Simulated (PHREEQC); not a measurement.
Dissolve 0.00027 mol KOH, 0.02 mol LiNO3 and 0.00045 mol Al2(SO4)3 per kg of water at 19 °C. Closed to the air; pH follows from the charge balance.

Equilibrium calculation in PHREEQC: ion-association model, wateq4f.dat.

Precipitation was switched off in this run.

### Question
Order these Al species by the share of Al that they hold, largest first: Al(OH)2+, Al+3, AlOH+2, Al(SO4)2-, AlSO4+.

### Answer
Al+3 (46 %), AlSO4+ (29 %), AlOH+2 (19 %), Al(OH)2+ (6.1 %), Al(SO4)2- (0.51 %)

### Question
Order these S species by the share of S that they hold, largest first: AlSO4+, LiSO4-, Al(SO4)2-, SO4-2.

### Answer
SO4-2 (76 %), AlSO4+ (19 %), LiSO4- (3.7 %), Al(SO4)2- (0.68 %)

The pH is 5.03 and the ionic strength 0.0245 mol/kgw. Examples of supersaturated solids here: Basaluminite, Boehmite (slow to form). Others may be too.
